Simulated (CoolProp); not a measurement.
The fluid at 293.15 K and 0.228 MPa is compressed adiabatically to 1.63 MPa with isentropic efficiency 0.85. The same conditions are run with several fluids, on thermodynamics alone (safety and materials aside).

Values from CoolProp's reference Helmholtz-energy equation of state of each fluid (sulfur dioxide: Gao 2016; R152A: Outcalt 1996; dimethyl ether: Wu 2011; chloromethane (R40): Thol 2014; hydrogen sulfide: Lemmon 2006).

```csv
fluid,work (kJ/kg),final temperature (K),final density (kg/m³)
sulfur dioxide,103,457.6,29.2
R152A,87.8,388.1,39.0
dimethyl ether,128,389.1,26.7
chloromethane (R40),128,445.9,23.9
hydrogen sulfide,207,497.6,13.7
```
